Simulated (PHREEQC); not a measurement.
Make-up at 25 °C: 0.058 mol HBr, 0.017 mol AlCl3 and 0.15 mol KCl per kg of water. Closed to the air; pH follows from the charge balance.

Equilibrium calculation in PHREEQC: ion-association model, wateq4f.dat.

Precipitation was switched off in this run.

Q: Estimate the pH, activity of water.

A: pH 1.34; activity of water 0.992.

Complexes and solids missing from the database can't appear.
